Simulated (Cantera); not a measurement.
What does this Cantera script print?

```python
import numpy as np
import cantera as ct

gas = ct.Solution("gri30.yaml")


def delay(T, t_max=10):
    gas.TPX = T, 2000000, {'CH4': 1, 'CO': 0.12, 'O2': 1.87, 'N2': 7.04, 'H2O': 1.4}
    reactor = ct.IdealGasConstPressureReactor(gas, clone=False)
    net = ct.ReactorNet([reactor])
    net.rtol, net.atol = 1e-8, 1e-16
    while net.time < t_max:
        t_old, T_old = net.time, reactor.T
        net.step()
        if reactor.T > T + 400:  # ignition: a rise of 400 K
            return t_old + (T + 400 - T_old) / (reactor.T - T_old) * (net.time - t_old)
    return np.nan


taus = []
for T in [1150, 1250, 1350, 1450, 1550, 1650, 1750, 1850]:
    taus.append(delay(T))
    print(f"T0 = {T:6g} K   tau = {taus[-1]:.4e} s")
```

It prints:

```
T0 =   1150 K   tau = 5.6705e-03 s
T0 =   1250 K   tau = 1.5931e-03 s
T0 =   1350 K   tau = 5.4087e-04 s
T0 =   1450 K   tau = 2.0539e-04 s
T0 =   1550 K   tau = 8.2973e-05 s
T0 =   1650 K   tau = 3.5030e-05 s
T0 =   1750 K   tau = 1.5594e-05 s
T0 =   1850 K   tau = 7.4516e-06 s
```

Cantera simulation using GRI-Mech 3.0 (53 species, 325 reactions); the numbers are that mechanism's predictions, not measurements. The pressure lies above the range GRI-Mech 3.0 was tuned for (to about 10 atm).
